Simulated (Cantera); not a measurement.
A perfectly stirred reactor is fed with C2H6 : N2 = 1 : 1.4 (molar parts), at 760 Torr; it is held at 1173 K, and followed from long to short residence time.

Detailed kinetics in Cantera: GRI-Mech 3.0 (53 species, 325 reactions). GRI-Mech 3.0 stops at C3 and has no aromatics, soot or wall deposition, so with more carbon than oxygen in the feed, carbon stays in small species such as C2H2 where larger ones or solid carbon would form.

Q: Predict: x(C2H6) at τ = 3.80 s; x(C2H4) at τ = 3.80 s; x(H2) at τ = 3.80 s; x(CH3) at τ = 3.80 s; x(C2H6) at τ = 84.0 ms; x(C2H4) at τ = 84.0 ms; x(H2) at τ = 84.0 ms; x(CH3) at τ = 84.0 ms.

A: 
- x(C2H6) at τ = 3.80 s: 0.0135
- x(C2H4) at τ = 3.80 s: 0.191
- x(H2) at τ = 3.80 s: 0.212
- x(CH3) at τ = 3.80 s: 5.97e-6
- x(C2H6) at τ = 84.0 ms: 0.0901
- x(C2H4) at τ = 84.0 ms: 0.203
- x(H2) at τ = 84.0 ms: 0.208
- x(CH3) at τ = 84.0 ms: 8.02e-6
